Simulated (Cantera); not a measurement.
A perfectly stirred reactor is fed with H2 : O2 : N2 = 1 : 0.51 : 1.92 (molar parts), at 1880 Torr; it is adiabatic with a 325 K inlet, and is followed from long to short residence time, starting on the burning branch (τ in s: 0.23, 0.074, 0.024, 0.0077, 0.0025, 0.00079, 0.00026, 8.2e-05, 2.6e-05).

Cantera simulation using the H2/O2 subset of GRI-Mech 3.0, which has no nitrogen chemistry; the numbers are that mechanism's predictions, not measurements. The hydrogen kinetics of GRI-Mech 3.0 are dated; newer H2 mechanisms differ, most at raised pressure.

What does this change do: O2 0.51 to 0.73 parts?


```
quantity                                                                          before                                   after
------------------------------------------------  --------------------------------------  --------------------------------------
blow-out, bracketed by the residence times tried  burning at 26.0 µs, the shortest tried  burning at 26.0 µs, the shortest tried
x(H2) at τ = 0.230 s                                                             0.00992                                 0.00182
x(O2) at τ = 0.230 s                                                             0.00670                                  0.0710
x(H2O) at τ = 0.230 s                                                              0.325                                   0.310
x(O) at τ = 0.230 s                                                             0.000493                                0.001000
x(H) at τ = 0.230 s                                                              0.00110                                0.000307
x(H2) at τ = 2.50 ms                                                              0.0152                                 0.00278
x(O2) at τ = 2.50 ms                                                             0.00891                                  0.0709
x(H2O) at τ = 2.50 ms                                                              0.316                                   0.308
x(O) at τ = 2.50 ms                                                             0.000946                                 0.00143
x(H) at τ = 2.50 ms                                                              0.00241                                0.000552
```

What does this change do: inlet temperature 325 to 548 K?


```json
[
 {"quantity": "blow-out, bracketed by the residence times tried", "before": "burning at 26.0 µs, the shortest tried", "after": "burning at 26.0 µs, the shortest tried"},
 {"quantity": "x(H2) at τ = 0.230 s", "before": "0.00992", "after": "0.0153"},
 {"quantity": "x(O2) at τ = 0.230 s", "before": "0.00670", "after": "0.00854"},
 {"quantity": "x(H2O) at τ = 0.230 s", "before": "0.325", "after": "0.315"},
 {"quantity": "x(O) at τ = 0.230 s", "before": "0.000493", "after": "0.00101"},
 {"quantity": "x(H) at τ = 0.230 s", "before": "0.00110", "after": "0.00232"},
 {"quantity": "x(H2) at τ = 2.50 ms", "before": "0.0152", "after": "0.0186"},
 {"quantity": "x(O2) at τ = 2.50 ms", "before": "0.00891", "after": "0.00991"},
 {"quantity": "x(H2O) at τ = 2.50 ms", "before": "0.316", "after": "0.310"},
 {"quantity": "x(O) at τ = 2.50 ms", "before": "0.000946", "after": "0.00138"},
 {"quantity": "x(H) at τ = 2.50 ms", "before": "0.00241", "after": "0.00335"}
]
```

What does this change do: pressure from 1880 Torr to 7500 Torr?


```tsv
quantity	before	after
blow-out, bracketed by the residence times tried	burning at 26.0 µs, the shortest tried	burning at 26.0 µs, the shortest tried
x(H2) at τ = 0.230 s	0.00992	0.00656
x(O2) at τ = 0.230 s	0.00670	0.00542
x(H2O) at τ = 0.230 s	0.325	0.330
x(O) at τ = 0.230 s	0.000493	0.000260
x(H) at τ = 0.230 s	0.00110	0.000513
x(H2) at τ = 2.50 ms	0.0152	0.00794
x(O2) at τ = 2.50 ms	0.00891	0.00601
x(H2O) at τ = 2.50 ms	0.316	0.328
x(O) at τ = 2.50 ms	0.000946	0.000317
x(H) at τ = 2.50 ms	0.00241	0.000687
```
